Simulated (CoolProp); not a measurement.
Vapour-liquid equilibrium of R22 (1) + R142b (2) at 0.738 MPa; x and y are mole fractions of (1).

The numbers come from the multi-fluid Helmholtz-energy mixture model, Kamei 1995 and Lemmon 2006; pair parameters Bell 2016 in CoolProp.

### Question
Give the bubble temperature and the first vapour's composition at x = 0.05, 0.425, 0.65. Is there an azeotrope?

### Answer
x = 0.05: 323.2 K, y = 0.108; x = 0.425: 305.4 K, y = 0.641; x = 0.65: 296.9 K, y = 0.828. No azeotrope shows between x = 0.05 and 0.95.

The pair parameters rest on a limited set of measurements; away from them the model extrapolates.
